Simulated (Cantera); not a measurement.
A perfectly stirred reactor is fed with 4.41 % CH₄, 0.137 % C₂H₆, 17.9 % O₂, 67.0 % N₂, 10.6 % H₂O, equivalence ratio 0.52, at 1.30 bar; it is adiabatic with a 575 K inlet, and is followed from long to short residence time, starting on the burning branch (τ in s: 0.14, 0.043, 0.013, 0.0038, 0.0011, 0.00034, 0.0001, 3e-05, 9e-06).

Cantera simulation using GRI-Mech 3.0 (53 species, 325 reactions); the numbers are that mechanism's predictions, not measurements.

Question: Predict: blow-out, bracketed by the residence times tried; x(CH₄) at τ = 0.140 s; x(C₂H₆) at τ = 0.140 s; x(O₂) at τ = 0.140 s; x(CH₂O) at τ = 0.140 s; x(CH₂) at τ = 0.140 s; x(CH₄) at τ = 1.10 ms; x(C₂H₆) at τ = 1.10 ms; x(O₂) at τ = 1.10 ms; x(CH₂O) at τ = 1.10 ms; x(CH₂) at τ = 1.10 ms.

Answer: 
```
Item                                                                            Value
------------------------------------------------  -----------------------------------
blow-out, bracketed by the residence times tried  burning at 1.10 ms, out at 0.340 ms
x(CH₄) at τ = 0.140 s                                                         1.32e-5
x(C₂H₆) at τ = 0.140 s                                                        1.00e-7
x(O₂) at τ = 0.140 s                                                           0.0855
x(CH₂O) at τ = 0.140 s                                                        1.08e-6
x(CH₂) at τ = 0.140 s                                                         1.91e-8
x(CH₄) at τ = 1.10 ms                                                        0.000399
x(C₂H₆) at τ = 1.10 ms                                                        3.40e-6
x(O₂) at τ = 1.10 ms                                                           0.0888
x(CH₂O) at τ = 1.10 ms                                                        3.89e-5
x(CH₂) at τ = 1.10 ms                                                         1.17e-6
```
